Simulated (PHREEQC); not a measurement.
A solution holds 0.0017 mol/kgw CuCl2, 0.00048 mol/kgw H2SO4 and 0.046 mol/kgw Na2SO4, at 55 °C. Closed to the air; pH follows from the charge balance.

Computed with PHREEQC (ion-association model, wateq4f.dat).

| quantity | before | after |
|---|---|---|
| pH | 3.68 | 4.25 |
| ionic strength (mol/kgw) | 0.127 | 0.0139 |
| Na+ (mol/kgw) | 0.0857 | 0.00906 |
| SO4-2 (mol/kgw) | 0.0386 | 0.00442 |
| NaSO4- (mol/kgw) | 0.00634 | 0.000145 |
| CuSO4 (mol/kgw) | 0.000872 | 4.96e-5 |
| SI of Tenorite (CuO) | -2.78 | -2.21 |
| SI of Chalcanthite (CuSO4:5H2O) | -2.90 | -4.15 |

Question: Name the change that produced these shifts.
(A) H2SO4 from 0.00048 to 0.0024 mol/kgw
(B) diluted 10-fold with water
(C) H2SO4 left out
(D) H2SO4 replaced by Rb2SO4 at the same molality

Answer: B, diluted 10-fold with water

This is a speciation only: nothing precipitates in the calculation. Constants without temperature data keep their 25 °C values here.
